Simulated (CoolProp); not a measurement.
Vapour-liquid equilibrium of hydrogen sulfide (1) + propane (2) at 0.0401 MPa; x and y are mole fractions of (1).

Computed with CoolProp (multi-fluid Helmholtz-energy mixture model, Lemmon 2006 and Lemmon 2009; pair parameters Kunz 2012).

```csv
x,"bubble temperature, mixture model (°C)","bubble temperature, Raoult's law (°C)","y, mixture model","y, Raoult's law"
0.05,-68.4,-62.4,0.360,0.113
0.125,-74.1,-64.2,?,0.258
0.2,-76.9,-65.8,0.656,0.379
0.275,-78.2,-67.2,0.696,0.482
0.35,-78.9,-68.6,0.717,0.570
0.425,-79.2,-69.8,?,0.646
0.5,-79.3,-71.0,0.733,0.712
0.575,-79.3,-72.0,0.736,0.771
0.65,-79.4,-73.0,0.739,0.822
0.725,-79.4,-74.0,?,0.868
0.8,-79.4,-74.8,0.760,0.909
0.875,-79.2,-75.7,0.796,0.946
0.95,-78.3,-76.5,?,0.980
```

Q: Complete the blanks.

A: 
- 0.125, y, mixture model: 0.571
- 0.425, y, mixture model: 0.727
- 0.725, y, mixture model: 0.745
- 0.95, y, mixture model: 0.879

The largest gap from Raoult's law is -11.1 K in bubble temperature, at x = 0.2. y crosses x between x = 0.725 and 0.8: the model has an azeotrope there.

Pair parameters are fitted to limited data, so mixtures are less certain than the pure fluids. With so large a gap from Raoult's law the liquid may split in two, which this calculation doesn't test in full.
